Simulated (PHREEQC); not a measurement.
Solution (20 °C): 0.001 mol/kgw NH4Cl, 0.00091 mol/kgw Na2CO3 and 0.11 mol/kgw LiCl. Closed to the air; pH follows from the charge balance.

Computed with PHREEQC (ion-association model, wateq4f.dat).

Each row changes one thing in this solution. Precipitation was switched off in this run.

| case | pH | NH3 (mol/kgw) | NH4+ (mol/kgw) |
|---|---|---|---|
| as made | 9.68 | 0.000596 | 0.000404 |
| diluted 100-fold with water | 8.95 | 2.53e-6 | 7.47e-6 |
| Na2CO3 left out | 6.29 | 6.04e-7 | 0.000999 |
| 0.016 mol/kgw CsF added | 9.68 | 0.000592 | 0.000408 |
| diluted 5-fold with water | 9.59 | 0.000115 | 8.51e-5 |
| temperature from 20 to 50 °C | 9.04 | 0.000706 | 0.000294 |
| temperature from 20 to 70 °C | 8.65 | 0.000751 | 0.000249 |
| NH4Cl from 0.001 to 0.005 mol/kgw | 8.83 | 0.000855 | 0.00415 |

Species that the database lacks are ignored. Constants without temperature data keep their 25 °C values here.
